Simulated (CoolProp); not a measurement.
A single-stage vapour-compression cycle with R236FA: evaporating at 278.15 K (dew point), condensing at 334.15 K (bubble point), superheat 8 K, subcooling 5 K, compressor efficiency 0.7, no pressure losses. Each further row changes one setting.

Computed with CoolProp (reference Helmholtz-energy equation of state, Pan 2012).

```json
[
 {"case": "as stated", "cooling COP": "?", "pressure ratio": "5.94", "discharge temperature (K)": "342.0", "refrigerating effect (kJ/kg)": "98.7", "volumetric capacity (kJ/m³)": "875"},
 {"case": "evaporating temperature 283.15 K", "cooling COP": "3.00", "pressure ratio": "4.90", "discharge temperature (K)": "341.6", "refrigerating effect (kJ/kg)": "102", "volumetric capacity (kJ/m³)": "1090"},
 {"case": "condensing temperature 329.15 K", "cooling COP": "2.98", "pressure ratio": "5.21", "discharge temperature (K)": "?", "refrigerating effect (kJ/kg)": "105", "volumetric capacity (kJ/m³)": "933"},
 {"case": "subcooling 10 K", "cooling COP": "2.77", "pressure ratio": "5.94", "discharge temperature (K)": "342.0", "refrigerating effect (kJ/kg)": "105", "volumetric capacity (kJ/m³)": "933"},
 {"case": "superheat 18 K", "cooling COP": "2.68", "pressure ratio": "5.94", "discharge temperature (K)": "?", "refrigerating effect (kJ/kg)": "107", "volumetric capacity (kJ/m³)": "911"},
 {"case": "compressor efficiency 0.6", "cooling COP": "2.22", "pressure ratio": "5.94", "discharge temperature (K)": "?", "refrigerating effect (kJ/kg)": "98.7", "volumetric capacity (kJ/m³)": "875"}
]
```

Task: Some entries are withheld; supply them.

Result: 
- as stated, cooling COP: 2.59
- condensing temperature 329.15 K, discharge temperature (K): 337.5
- superheat 18 K, discharge temperature (K): 352.0
- compressor efficiency 0.6, discharge temperature (K): 348.2
